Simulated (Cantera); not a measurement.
A Cantera script and its output.

```python
import numpy as np
import cantera as ct

gas = ct.Solution("gri30.yaml")
gas.TPX = 575, 500000, {'CH4': 1, 'O2': 1.67, 'N2': 6.27}
inlet = ct.Reservoir(gas, clone=True)
gas.equilibrate("HP")  # start burning
reactor = ct.IdealGasConstPressureReactor(gas, energy="on", clone=False)
exhaust = ct.Reservoir(gas, clone=True)
tau = [0.073, 0.037, 0.019, 0.0096, 0.0049, 0.0025, 0.0013, 0.00064, 0.00032, 0.00016, 8.3e-05, 4.2e-05][0]
for a, b in ((inlet, reactor), (reactor, exhaust)):
    ct.MassFlowController(a, b, mdot=lambda t: reactor.mass / tau)
net = ct.ReactorNet([reactor])
show = ['CH4', 'O2', 'C2H', 'CH2CO', 'CH3', 'HCN']

rows = []
print(f"{'tau/s':>10s}{'T/K':>9s}" + "".join(f"{s:>11s}" for s in show))
for tau in [0.073, 0.037, 0.019, 0.0096, 0.0049, 0.0025, 0.0013, 0.00064, 0.00032, 0.00016, 8.3e-05, 4.2e-05]:
    net.initial_time = 0.0
    net.advance(30 * tau)
    before = gas.X
    net.advance(40 * tau)
    drift = np.max(np.abs(gas.X - before) / (gas.X + 1e-9))
    rows.append([gas.T, *gas[show].X, drift])
    print(f"{tau:10.3e}{gas.T:9.1f}" + "".join(f"{x:11.3e}" for x in gas[show].X))
```

It prints:

```
     tau/s      T/K        CH4         O2        C2H      CH2CO        CH3        HCN
 7.300e-02   2331.2  7.073e-06  1.178e-04  3.040e-11  1.120e-08  3.605e-06  1.112e-06
 3.700e-02   2329.4  1.199e-05  1.555e-04  9.066e-11  2.084e-08  6.369e-06  1.991e-06
 1.900e-02   2326.6  1.897e-05  2.181e-04  2.414e-10  3.719e-08  1.063e-05  3.349e-06
 9.600e-03   2322.4  2.874e-05  3.232e-04  5.947e-10  6.499e-08  1.715e-05  5.373e-06
 4.900e-03   2316.4  4.158e-05  4.888e-04  1.321e-09  1.085e-07  2.637e-05  8.076e-06
 2.500e-03   2308.1  5.910e-05  7.474e-04  2.744e-09  1.755e-07  3.942e-05  1.153e-05
 1.300e-03   2297.1  8.352e-05  1.130e-03  5.361e-09  2.743e-07  5.748e-05  1.563e-05
 6.400e-04   2281.2  1.246e-04  1.762e-03  1.089e-08  4.437e-07  8.657e-05  2.088e-05
 3.200e-04   2260.5  1.922e-04  2.703e-03  2.199e-08  7.300e-07  1.315e-04  2.687e-05
 1.600e-04   2233.6  3.148e-04  4.148e-03  4.607e-08  1.295e-06  2.071e-04  3.389e-05
 8.300e-05   2200.1  5.464e-04  6.346e-03  9.929e-08  2.568e-06  3.383e-04  4.203e-05
 4.200e-05   2147.7  1.166e-03  1.079e-02  2.537e-07  7.338e-06  6.472e-04  5.241e-05
```

Detailed kinetics in Cantera: GRI-Mech 3.0 (53 species, 325 reactions).
